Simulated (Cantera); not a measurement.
Charge: 1 mol SiHCl₃, 0.21 mol Cl₂, 140 mol H₂, equilibrated at 1 atm.

These are equilibrium values from Cantera (NASA tables, ideal gas, pure condensed phases), not measurements of a reactor. Candidate condensed phases: Si; 19 gas species. Gases not in the tables: Si₂H₆ and higher silanes. Kinetics and transport are ignored.

### Question
Which condensed phases are stable at each of these points (T (K)): 925, 1025, 1125, 1225, 1325, 1425, 1525, 1625, 1725?

### Answer
| T (K) | condensed phases | Si condensed (%) |
|---|---|---|
| 925 | Si(s) | 5.8 |
| 1025 | Si(s) | 18.7 |
| 1125 | Si(s) | 38.0 |
| 1225 | Si(s) | 58.4 |
| 1325 | Si(s) | 71.6 |
| 1425 | Si(s) | 76.3 |
| 1525 | Si(s) | 77.1 |
| 1625 | Si(s) | 76.7 |
| 1725 | Si(l) | 77.2 |

From 925 K to 1625 K the condensed part is Si(s). At 1725 K the condensed part is Si(l).
